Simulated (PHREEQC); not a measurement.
Dissolve 0.36 mol HCl, 0.003 mol NaCl and 0.00056 mol MnSO4 per kg of water at 85 °C. Closed to the air; pH follows from the charge balance.

Equilibrium calculation in PHREEQC: ion-association model, phreeqc.dat.

```
quantity            before     after
----------------  --------  --------
pH                    0.57      0.56
Mn+2 (mol/kgw)    0.000413  0.000406
MnCl+ (mol/kgw)   0.000137  0.000143
SO4-2 (mol/kgw)    1.55e-5   2.52e-5
MnCl2 (mol/kgw)    8.61e-6   9.30e-6
MnCl3- (mol/kgw)   8.90e-7   9.65e-7
```

**Question.** Which change was made?
A. diluted 2-fold with water
B. NaCl left out
C. HCl from 0.36 to 0.324 mol/kgw
D. temperature from 85 to 65 °C
E. temperature from 85 to 15 °C

**Answer.** D, temperature from 85 to 65 °C

Precipitation was switched off in this run. Away from 25 °C the constants follow the database's enthalpies or fits; those with neither stay at their 25 °C values.
